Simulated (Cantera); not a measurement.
An adiabatic, constant-volume homogeneous reactor starts with 12.1 % CH4, 5.67 % H2, 13.5 % O2, 68.8 % N2, at 1575 K and 6680 Torr.

Cantera simulation using GRI-Mech 3.0 (53 species, 325 reactions); the numbers are that mechanism's predictions, not measurements.

Problem. Predict: time of steepest temperature rise; temperature at 0.700 s; equilibrium temperature; x(H2) at 0.700 s; x(O2) at 0.700 s; x(H) at 0.700 s; x(H2O) at 0.700 s.

Solution. 
```json
{
  "time_of_steepest_temperature_rise": "47.3 µs",
  "temperature at 0.700 s": "2780 K",
  "equilibrium_temperature": "2780 K",
  "x(H2) at 0.700 s": "0.143 (gas-phase equilibrium 0.143)",
  "x(O2) at 0.700 s": "1.69e-5 (gas-phase equilibrium 1.69e-5)",
  "x(H) at 0.700 s": "0.00696 (gas-phase equilibrium 0.00696)",
  "x(H2O) at 0.700 s": "0.121 (gas-phase equilibrium 0.121)"
}
```
